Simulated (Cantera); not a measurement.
## Moist CO burnout

An isothermal, constant-pressure homogeneous reactor starts with CO : O2 : H2O : N2 = 0.011 : 0.033 : 0.00043 : 1 (molar parts), equivalence ratio 0.17, at 1200 K and 38000 Pa.

Model: GRI-Mech 3.0 (53 species, 325 reactions), integrated in Cantera.

| t (s) | x CO | x O2 | x H2O | x H2O2 | x OH | x CO2 |
|---|---|---|---|---|---|---|
| 1.00e-6 | 0.0105 | 0.0316 | 0.000412 | <1e-12 | <1e-12 | 6.24e-12 |
| 3.74e-6 | 0.0105 | 0.0316 | 0.000412 | <1e-12 | <1e-12 | 2.34e-11 |
| 1.40e-5 | 0.0105 | 0.0316 | 0.000412 | <1e-12 | <1e-12 | 8.73e-11 |
| 5.23e-5 | 0.0105 | 0.0316 | 0.000412 | <1e-12 | <1e-12 | 3.27e-10 |
| 0.000196 | 0.0105 | 0.0316 | 0.000412 | <1e-12 | 4.86e-12 | 1.23e-9 |
| 0.000731 | 0.0105 | 0.0316 | 0.000412 | <1e-12 | 5.50e-11 | 4.77e-9 |
| 0.00273 | 0.0105 | 0.0316 | 0.000412 | <1e-12 | 6.58e-10 | 2.48e-8 |
| 0.0102 | 0.0105 | 0.0316 | 0.000412 | 4.30e-12 | 2.85e-8 | 8.10e-7 |
| 0.0382 | 0.00643 | 0.0292 | 0.000346 | 1.14e-8 | 3.82e-5 | 0.00412 |
| 0.143 | 0.000518 | 0.0267 | 0.000404 | 5.86e-9 | 1.34e-5 | 0.0101 |
| 0.535 | 3.61e-5 | 0.0265 | 0.000412 | 6.73e-10 | 3.80e-6 | 0.0106 |
| 2.00 | 2.12e-6 | 0.0265 | 0.000413 | 5.76e-11 | 1.12e-6 | 0.0106 |
x: mole fraction; the columns are a selection and need not sum to one.

Equilibrium at this temperature and pressure: CO 1.86e-9, O2 0.0264, H2O 0.000414, H2O2 <1e-12, OH 1.47e-7, CO2 0.0106 (gas phase only).
